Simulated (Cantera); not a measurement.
# Catalytic combustion on Pt

An isothermal plug-flow reactor at 875 K and 3.40 bar (inlet), inlet velocity 0.7 m/s, active area per volume 740 1/m; feed CH4 : O2 : N2 : H2O = 0.0036 : 0.022 : 0.79 : 0.035 (molar parts), equivalence ratio 0.33.

Model: Deutschmann's 1995 Pt surface mechanism with GRI-Mech 3.0 gas chemistry, integrated in Cantera. Catalytic surfaces can have several steady states; this one follows from the mechanism file's or the stated starting coverage. Mass transfer to the wall is taken as infinitely fast.

| z (m) | x CH4 | x O2 | x H2O | x CO2 | x CO | θ free Pt | θ O* | θ OH* |
|---|---|---|---|---|---|---|---|---|
| 0.0002 | 0.00422 | 0.0258 | 0.0412 | 7.99e-6 | 4.07e-7 | 0.0853 | 0.907 | 0.00770 |
| 0.00035 | 0.00422 | 0.0258 | 0.0412 | 1.41e-5 | 6.01e-7 | 0.0854 | 0.907 | 0.00770 |
| 0.00062 | 0.00421 | 0.0258 | 0.0412 | 2.52e-5 | 8.09e-7 | 0.0854 | 0.907 | 0.00770 |
| 0.0011 | 0.00419 | 0.0258 | 0.0412 | 4.51e-5 | 9.55e-7 | 0.0854 | 0.907 | 0.00771 |
| 0.002 | 0.00415 | 0.0257 | 0.0413 | 8.24e-5 | 1.00e-6 | 0.0855 | 0.907 | 0.00772 |
| 0.0035 | 0.00409 | 0.0256 | 0.0414 | 0.000144 | 9.95e-7 | 0.0856 | 0.907 | 0.00774 |
| 0.0062 | 0.00398 | 0.0254 | 0.0417 | 0.000253 | 9.69e-7 | 0.0858 | 0.906 | 0.00776 |
| 0.011 | 0.00379 | 0.0250 | 0.0420 | 0.000442 | 9.25e-7 | 0.0862 | 0.906 | 0.00782 |
| 0.02 | 0.00345 | 0.0243 | 0.0427 | 0.000777 | 8.46e-7 | 0.0869 | 0.905 | 0.00791 |
x: gas mole fraction; θ: surface coverage.
